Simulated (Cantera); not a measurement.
Charge: 1 mol SiCl₄, 1.2 mol NO, at 325 °C and 0.00140 bar.

Cantera equilibrium calculation (NASA polynomials, part measured and part estimated; ideal gas, pure solids and liquids). Candidate condensed phases: Si, SiO₂, Si₂N₂O, Si₃N₄; 23 gas species. The numbers say what is thermodynamically allowed, not how fast it happens.

Base state: Cl₂ 0.545, N₂ 0.273, SiCl₄ 0.182 (mole fractions); condensed: SiO₂(α-quartz).

Task: What changes in the equilibrium state with this change: SiCl₄ replaced by SiF₄?

Result: 
| species | before | after |
|---|---|---|
| SiF₄ | 0 | 0.455 |
| O₂ | <1e-9 | 0.273 |
| N₂ | 0.273 | 0.273 |
| Cl₂ | 0.545 | 0 |
| SiCl₄ | 0.182 | 0 |
| SiO₂(α-quartz), mol | 0.600 | 0 |
